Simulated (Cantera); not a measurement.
Feed: 1 mol Al2O3, 2.7 mol HCl, held at 0.0100 bar.

Cantera equilibrium calculation (NASA polynomials, part measured and part estimated; ideal gas, pure solids and liquids). Candidate condensed phases: Al, AlCl3, Al2O3, H2O; 29 gas species. The tables' values for AlCl2 are old estimates; treat these amounts as uncertain. The numbers say what is thermodynamically allowed, not how fast it happens.

Question: At 1623 K, list the 6 most abundant gas species with their mole fractions, and the condensed phases.

Answer: HCl 0.981, Cl 0.00829, H2 0.00416, H2O 0.00366, AlCl3 0.00243, H 4.46e-5. Condensed: Al2O3(s).
